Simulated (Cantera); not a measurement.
A perfectly stirred reactor is fed with 18.2 % H2, 50.5 % O2, 31.3 % N2, at 15000 Pa; it is held at 1325 K, and followed from long to short residence time.

Detailed kinetics in Cantera: GRI-Mech 3.0 (53 species, 325 reactions). The temperature is held fixed by assumption; the heat of reaction is taken as removed at once.

x: mole fraction; the columns are a selection and need not sum to one.

| τ (s) | x H2 | x O2 | x H2O | x NO | x HO2 | x OH | x H |
|---|---|---|---|---|---|---|---|
| 2.1 | 6.27e-5 | 0.455 | 0.200 | 4.97e-7 | 2.20e-6 | [?] | 4.33e-6 |
| 0.68 | 0.000131 | 0.455 | 0.199 | 3.56e-7 | 4.24e-6 | [?] | 1.36e-5 |
| 0.21 | 0.000282 | 0.455 | 0.199 | 2.61e-7 | 8.00e-6 | [?] | 4.45e-5 |
| 0.067 | 0.000586 | 0.454 | 0.198 | 2.40e-7 | 1.38e-5 | [?] | 0.000140 |
| 0.021 | 0.00121 | 0.453 | 0.197 | 3.17e-7 | 2.20e-5 | [?] | 0.000447 |
| 0.0067 | 0.00245 | 0.451 | 0.194 | 5.39e-7 | 3.14e-5 | [?] | 0.00138 |
| 0.0021 | 0.00489 | 0.447 | 0.188 | 9.78e-7 | 4.01e-5 | [?] | 0.00417 |
| 0.00066 | 0.00949 | 0.441 | 0.176 | 1.58e-6 | 4.56e-5 | [?] | 0.0116 |

Problem. Complete the blanks.

Solution. 
- 2.1, x OH: 0.000548
- 0.68, x OH: 0.000801
- 0.21, x OH: 0.00119
- 0.067, x OH: 0.00175
- 0.021, x OH: 0.00258
- 0.0067, x OH: 0.00381
- 0.0021, x OH: 0.00562
- 0.00066, x OH: 0.00808
